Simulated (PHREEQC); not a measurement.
Model water analysis in mg/L, 20 °C, pH 6.73, pe 10.9:

```
constituent             mg/L
------------------  --------
Na                    0.0067
K                    0.00688
Ca                    0.0165
Mg                  0.000905
Cl                    0.0141
S(6) as SO4           0.0178
Alkalinity as HCO3    0.0335
Br                    0.0013
Pb                  0.000293
Cu(2)               0.000577
```

Valence states are taken as typed.

Computed with PHREEQC (ion-association model, wateq4f.dat).

* **ionic strength**: 2.18e-6 mol/kgw
* **charge-balance error**: 1.7 %

| species | molality | activity | log γ |
|---|---|---|---|
| HCO3- | 6.92e-7 | 6.90e-7 | -0.001 |
| Ca+2 | 4.12e-7 | 4.09e-7 | -0.003 |
| Cl- | 3.98e-7 | 3.97e-7 | -0.001 |
| CO2 | 3.10e-7 | 3.10e-7 | 0.000 |
| Na+ | 2.91e-7 | 2.91e-7 | -0.001 |
| H+ | 1.87e-7 | 1.86e-7 | -0.001 |
| SO4-2 | 1.85e-7 | 1.84e-7 | -0.003 |
| K+ | 1.76e-7 | 1.76e-7 | -0.001 |
| Mg+2 | 3.72e-8 | 3.70e-8 | -0.003 |
| OH- | 3.65e-8 | 3.65e-8 | -0.001 |
| Br- | 1.63e-8 | 1.62e-8 | -0.001 |
| Cu+2 | 5.49e-9 | 5.45e-9 | -0.003 |
| Cu(OH)2 | 3.29e-9 | 3.29e-9 | 0.000 |

This is a speciation only: nothing precipitates in the calculation. The database's constant for dissolved Cu(OH)2 is higher than later reviews accept.
